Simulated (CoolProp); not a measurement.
Ammonia along the isobar 23400 kPa: fugacity coefficient from the reference equation and from simpler models built on Tc = 405.6 K, pc = 11360 kPa, ω = 0.256; each cubic takes its own stable root.

The numbers come from the reference Helmholtz-energy equation of state, Gao 2020 in CoolProp.

```json
[
 {"T (K)": "364.1", "phase": "liquid", "reference": "0.2052"},
 {"T (K)": "392.5", "phase": "liquid", "reference": "0.3093"},
 {"T (K)": "420.9", "phase": "supercritical", "reference": "0.4259"},
 {"T (K)": "449.4", "phase": "supercritical", "reference": "0.5403"},
 {"T (K)": "477.8", "phase": "supercritical", "reference": "0.6323"},
 {"T (K)": "506.2", "phase": "supercritical", "reference": "0.7021"},
 {"T (K)": "534.6", "phase": "supercritical", "reference": "0.7567"},
 {"T (K)": "563", "phase": "supercritical", "reference": "0.8004"},
 {"T (K)": "591.4", "phase": "supercritical", "reference": "0.8359"},
 {"T (K)": "619.9", "phase": "supercritical", "reference": "0.8650"},
 {"T (K)": "648.3", "phase": "supercritical", "reference": "0.8891"},
 {"T (K)": "676.7", "phase": "supercritical", "reference": "0.9092"},
 {"T (K)": "705.1", "phase": "supercritical", "reference": "0.9261"}
]
```

Question: How far does each simpler model (van der Waals, Soave-Redlich-Kwong, Peng-Robinson) lie from the reference over these 13 states: mean and median of the absolute difference, and the worst?

Answer: 
- van der Waals: mean 11.2 %, median 5.7 %, worst +56.8 % at 364.1 K and 23400 kPa
- Soave-Redlich-Kwong: mean 6.0 %, median 4.4 %, worst +11.6 % at 364.1 K and 23400 kPa
- Peng-Robinson: mean 1.3 %, median 0.4 %, worst +5.6 % at 364.1 K and 23400 kPa
